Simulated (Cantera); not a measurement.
An isothermal, constant-pressure homogeneous reactor starts with C3H8 : H2 = 1 : 110 (molar parts), at 1975 K and 52.0 Pa. Integrator tolerance rtol = 1e-08.

Computed with Cantera and GRI-Mech 3.0 (53 species, 325 reactions). GRI-Mech 3.0 was tuned for natural gas; its chemistry of propane as a main component is partial and can be far from experiment. GRI-Mech 3.0 stops at C3 and has no aromatics, soot or wall deposition, so with more carbon than oxygen in the feed, carbon stays in small species such as C2H2 where larger ones or solid carbon would form. Radical loss at walls, strong at low pressure, is not modelled.

Question: What does this change do: C3H8 1 to 2.9 parts?

Answer: 
```tsv
quantity	before	after
x(C3H8) at 7.00 s	<1e-12 (gas-phase equilibrium <1e-12)	<1e-12 (gas-phase equilibrium <1e-12)
x(H2) at 7.00 s	0.973 (gas-phase equilibrium 0.929)	0.950 (gas-phase equilibrium 0.908)
x(CH3) at 7.00 s	0.000124 (gas-phase equilibrium 1.15e-6)	0.000129 (gas-phase equilibrium 1.86e-6)
x(H) at 7.00 s	0.0133 (gas-phase equilibrium 0.0583)	0.0141 (gas-phase equilibrium 0.0576)
x(CH4) at 7.00 s	0.000460 (gas-phase equilibrium 9.32e-7)	0.000441 (gas-phase equilibrium 1.48e-6)
x(C2H) at 7.00 s	2.98e-6 (gas-phase equilibrium 1.37e-5)	8.97e-6 (gas-phase equilibrium 3.77e-5)
x(CH2) at 7.00 s	2.11e-6 (gas-phase equilibrium 9.24e-8)	2.39e-6 (gas-phase equilibrium 1.51e-7)
```
